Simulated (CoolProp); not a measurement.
Benzene along the isotherm 606.1 K: fugacity coefficient from the reference equation and from simpler models built on Tc = 562.0 K, pc = 49.06 bar, ω = 0.211; each cubic takes its own stable root.

The numbers come from the reference Helmholtz-energy equation of state, Thol 2012 in CoolProp.

| p (bar) | phase | reference | van der Waals | Redlich-Kwong |
|---|---|---|---|---|
| 15.3 | gas | 0.9188 | 0.9236 | ? |
| 30.7 | gas | 0.8397 | ? | 0.8349 |
| 46 | gas | ? | 0.7707 | 0.7559 |
| 61.3 | supercritical | ? | 0.6898 | ? |
| 76.7 | supercritical | 0.6088 | 0.6076 | 0.6005 |
| 92 | supercritical | 0.5425 | 0.5467 | 0.5383 |
| 107 | supercritical | 0.4927 | 0.5034 | 0.4923 |
| 123 | supercritical | 0.4523 | 0.4693 | 0.4549 |
| 138 | supercritical | 0.4229 | 0.4451 | 0.4277 |
| 153 | supercritical | 0.3994 | 0.4264 | 0.4060 |
| 169 | supercritical | 0.3792 | ? | 0.3874 |
| 184 | supercritical | 0.3638 | 0.3999 | ? |
| 199 | supercritical | 0.3511 | 0.3912 | 0.3616 |
| 215 | supercritical | 0.3398 | 0.3842 | 0.3513 |
| 230 | supercritical | 0.3311 | ? | 0.3434 |
| 245 | supercritical | 0.3237 | 0.3759 | 0.3368 |

**Question.** Some entries are withheld; supply them.

**Answer.** 
- 15.3, Redlich-Kwong: 0.9163
- 30.7, van der Waals: 0.8473
- 46, reference: 0.7625
- 61.3, reference: 0.6857
- 61.3, Redlich-Kwong: 0.6775
- 169, van der Waals: 0.4111
- 184, Redlich-Kwong: 0.3732
- 230, van der Waals: 0.3794
